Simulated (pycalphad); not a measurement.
Source of the numbers: pycalphad with the COST 507 light-alloy database (1999); pressure 1 atm. The database dates from 1999; later assessments differ in places, in temperatures and in the compounds included. Kinetics are ignored, which matters at the lower temperatures.

How does the equilibrium phase assembly of Al-0.42Si-4.38C (at.%) change on cooling from 1577 °C to 227 °C?


```
T (°C)             phases above              phases below
------  -----------------------  ------------------------
657.5            AL4C3 + LIQUID   AL4C3 + FCC_A1 + LIQUID
654.6   AL4C3 + FCC_A1 + LIQUID  AL4C3 + AL8SIC7 + FCC_A1
```
Changes were sought between steps of 75 K, so a narrower field can be missed. At the top of the range, 1577 °C, the alloy is not yet fully liquid: it holds LIQUID + AL4C3.

Database names, with the compositions (at.%) that they take in these runs: AL4C3: Al 57 C 43; AL8SIC7: Al 50 C 44 Si 6. FCC_A1 is fcc.
